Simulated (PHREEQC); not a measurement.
Make-up at 25 °C: 2.8 mmol/kgw NH4HF2, 4 mmol/kgw H2SiF6 and 48 mmol/kgw HCl. Closed to the air; pH follows from the charge balance.

Computed with PHREEQC (ion-association model, phreeqc.dat).

Each row changes one thing in this solution. No solid was allowed to form.

| case | pH | ionic strength (mol/kgw) | HF (mol/kgw) | F- (mol/kgw) | HF2- (mol/kgw) | NH3 (mol/kgw) |
|---|---|---|---|---|---|---|
| as made | 1.35 | 0.0595 | 0.00682 | 0.000129 | 3.36e-6 | 2.77e-11 |
| HCl from 0.048 to 0.0048 mol/kgw | 2.03 | 0.0171 | 0.00547 | 0.000451 | ? | 1.49e-10 |
| H2SiF6 from 0.004 to 0.008 mol/kgw | ? | 0.0712 | 0.00743 | 0.000126 | 3.58e-6 | 2.38e-11 |
| H2SiF6 left out | 1.41 | 0.0481 | 0.00548 | 0.000117 | 2.46e-6 | 3.27e-11 |
| NH4HF2 from 0.0028 to 0.0056 mol/kgw | 1.37 | ? | 0.0110 | 0.000218 | 9.23e-6 | 5.78e-11 |

Question: Complete the blanks.

Answer: 
- HCl from 0.048 to 0.0048 mol/kgw, HF2- (mol/kgw): 9.47e-6
- H2SiF6 from 0.004 to 0.008 mol/kgw, pH: 1.29
- NH4HF2 from 0.0028 to 0.0056 mol/kgw, ionic strength (mol/kgw): 0.0602

Some of these states are supersaturated (in Quartz (slow to form), Chalcedony (slow to form), for instance). SiF6-2 is the database's only silicon fluoride.
